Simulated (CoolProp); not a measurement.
Values from CoolProp's reference Helmholtz-energy equation of state, de Reuck 1990.

**Question.** Give the vapour pressure (MPa), vapour density (kg/m³), enthalpy of vaporisation (kJ/kg), surface tension (mN/m) of saturated fluorine at 115.1, 119.1 K.

**Answer.** 
```csv
T (K),p (MPa),vapour density (kg/m³),enthalpy of vaporisation (kJ/kg),surface tension (mN/m)
115.1,1.23,59.8,137,5.70
119.1,1.55,76.0,129,4.77
```

Surface tension comes from a separate correlation (Mulero 2012).
